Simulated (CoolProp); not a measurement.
A simple Rankine cycle with water: condensing at 332.15 K, boiler at 0.176 MPa, turbine inlet 429.3 K, turbine efficiency 0.75, pump efficiency 0.7, no recuperator. Each further row changes one setting.

Values from CoolProp's reference Helmholtz-energy equation of state, Wagner 2002.

| case | thermal efficiency (%) | net work (kJ/kg) | heat in (kJ/kg) | turbine exit temperature (K) | volume ratio over the turbine |
|---|---|---|---|---|---|
| as stated | 10.6 | 269 | 2540 | 332.1 | 6.93 |
| turbine inlet 449.3 K | 10.7 | 277 | 2580 | 332.1 | 6.70 |
| condensing temperature 324.15 K | 12.0 | 309 | 2570 | 324.2 | 9.83 |
| boiler pressure 0.123 MPa | 9.0 | 229 | 2540 | 332.1 | 4.92 |
| turbine efficiency 0.65 | 9.2 | 233 | 2540 | 332.1 | 7.04 |

The expansion ends wet for: as stated; turbine inlet 449.3 K; condensing temperature 324.15 K; boiler pressure 0.123 MPa; turbine efficiency 0.65.
